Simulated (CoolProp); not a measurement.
Values from CoolProp's reference Helmholtz-energy equation of state, Wagner 2002.

**Question.** For water, give the phase and the cp (kJ/(kg K)), cv (kJ/(kg K)), speed of sound (m/s), Prandtl number at 711.1 K and 0.674 MPa.

**Answer.** 
- 711.1 K and 0.674 MPa: gas; cp 2.12, cv 1.64, speed of sound 647, Prandtl number 0.926

Viscosity comes from a separate model (Huber 2009). Thermal conductivity comes from a separate model (Huber 2012).
